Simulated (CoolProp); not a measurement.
Model: reference Helmholtz-energy equation of state, Rui 2013, in CoolProp.

### Question
For R236EA, give the phase and the density (kg/m³), cv (kJ/(kg K)), speed of sound (m/s), Joule-Thomson coefficient (K/MPa) at 248.5 K and 2.57 MPa; 303 K and 2.57 MPa.

### Answer
- 248.5 K and 2.57 MPa: liquid; density 1580, cv 0.867, speed of sound 804, Joule-Thomson coefficient -0.300
- 303 K and 2.57 MPa: liquid; density 1420, cv 0.894, speed of sound 586, Joule-Thomson coefficient -0.184
